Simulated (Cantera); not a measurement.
## Thermodynamics of silicon etching in halogen gases, feed Si + Cl2

Input: 1 mol Si, 0.83 mol Cl2, held at 825 K and 59.3 Torr.

Equilibrium computed with Cantera from the NASA thermochemical tables; the gas is ideal and each condensed phase is pure. Candidate condensed phases: Si; 9 gas species. The tables' values for SiCl3 are old estimates; treat these amounts as uncertain. The numbers say what is thermodynamically allowed, not how fast it happens.

The x(SiCl4) comes out as 0.999. The x(SiCl3) is 0.000746 and the x(SiCl2) is 4.91e-5. The n(Si(s)) is 0.585 mol and the gas amount is 0.4151 mol.
